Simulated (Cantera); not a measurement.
**NO annealing gas**

An isothermal, constant-pressure homogeneous reactor starts with 52.9 % NO, 47.1 % N2, at 2075 K and 2300 Pa.

Computed with Cantera and GRI-Mech 3.0 (53 species, 325 reactions). Radical loss at walls, strong at low pressure, is not modelled.

```json
[
 {"t (s)": "0.000100", "x NO": "0.529", "x N2O": "1.26e-6", "x NO2": "1.31e-9", "x O2": "1.66e-9", "x N2": "0.471"},
 {"t (s)": "0.000301", "x NO": "0.529", "x N2O": "3.75e-6", "x NO2": "1.14e-8", "x O2": "1.51e-8", "x N2": "0.471"},
 {"t (s)": "0.000903", "x NO": "0.529", "x N2O": "1.10e-5", "x NO2": "9.28e-8", "x O2": "1.38e-7", "x N2": "0.471"},
 {"t (s)": "0.00271", "x NO": "0.529", "x N2O": "3.03e-5", "x NO2": "6.42e-7", "x O2": "1.32e-6", "x N2": "0.471"},
 {"t (s)": "0.00816", "x NO": "0.529", "x N2O": "7.19e-5", "x NO2": "3.24e-6", "x O2": "1.37e-5", "x N2": "0.471"},
 {"t (s)": "0.0245", "x NO": "0.528", "x N2O": "0.000115", "x NO2": "1.04e-5", "x O2": "0.000158", "x N2": "0.471"},
 {"t (s)": "0.0737", "x NO": "0.525", "x N2O": "0.000108", "x NO2": "1.84e-5", "x O2": "0.00140", "x N2": "0.473"},
 {"t (s)": "0.221", "x NO": "0.514", "x N2O": "9.68e-5", "x NO2": "2.50e-5", "x O2": "0.00685", "x N2": "0.478"},
 {"t (s)": "0.665", "x NO": "0.476", "x N2O": "7.60e-5", "x NO2": "3.79e-5", "x O2": "0.0256", "x N2": "0.497"},
 {"t (s)": "2.00", "x NO": "0.351", "x N2O": "3.52e-5", "x NO2": "5.12e-5", "x O2": "0.0872", "x N2": "0.559"}
]
```
x: mole fraction; the columns are a selection and need not sum to one.

Equilibrium at this temperature and pressure: NO 0.00998, N2O 8.15e-8, NO2 2.56e-6, O2 0.257, N2 0.729 (gas phase only).
